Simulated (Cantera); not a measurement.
An isothermal, constant-pressure homogeneous reactor starts with 52.6 % CH₄, 47.4 % CO₂, at 1975 K and 0.570 bar.

Model: GRI-Mech 3.0 (53 species, 325 reactions), integrated in Cantera.

One state of this run: x CH₄ = 0.00295; x CO₂ = 0.00462; x C₂H₂ = 0.0253; x CO = 0.456; x H₂ = 0.487. x: mole fraction; the columns are a selection and need not sum to one.

Which value of t (s) does it belong to?
A. 0.711
B. 0.157
C. 4.00e-6
D. 0.0346

B, 0.157
